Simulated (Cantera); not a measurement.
Charge: 1 mol Al(CH₃)₃, 4.6 mol N₂, 360 mol H₂, at 1602 °C and 13300 Pa.

Equilibrium computed with Cantera from the NASA thermochemical tables; the gas is ideal and each condensed phase is pure. Candidate condensed phases: Al, AlN, C, C₆H₆, C₇H₈, C₈H₁₈; 97 gas species. The feed counts by its element totals alone. The numbers say what is thermodynamically allowed, not how fast it happens.

Base state: H₂ 0.986, N₂ 0.0108, H 0.00178, HCN 0.000901, Al 0.000322, C₂H₂ (acetylene) 0.000312, CH₄ 7.85e-5, AlH 4.37e-5 (mole fractions); condensed: AlN(s) + C(graphite).

Q: What changes in the equilibrium state with this change: temperature from 1602 °C to 1252 °C?

A: 
| species | before | after |
|---|---|---|
| H₂ | 0.986 | 0.988 |
| N₂ | 0.0108 | 0.0111 |
| CH₄ | 7.85e-5 | 0.000297 |
| H | 0.00178 | 6.44e-5 |
| HCN | 0.000901 | 0.000131 |
| Al | 0.000322 | 2.79e-8 |
| AlH | 4.37e-5 | 1.11e-8 |
| C₂H₂ (acetylene) | 0.000312 | 1.20e-5 |
| HNC | 4.02e-5 | 2.40e-6 |
| AlN(s), mol | 0.865 | 1.000 |
| C(graphite), mol | 2.39 | 2.83 |

Q: What changes in the equilibrium state with this change: Al(CH₃)₃ replaced by AlCl₃?

A: 
```
species             before    after
----------------  --------  -------
H₂                   0.986    0.978
N₂                  0.0108   0.0125
HCl                      0  0.00542
AlCl                     0  0.00267
HCN               0.000901        0
C₂H₂ (acetylene)  0.000312        0
CH₄                7.85e-5        0
HNC                4.02e-5        0
AlN(s), mol          0.865        0
C(graphite), mol      2.39        0
```
The tables' values for AlCl₂ are old estimates; treat these amounts as uncertain. Further candidate phases: AlCl₃, NH₄Cl.
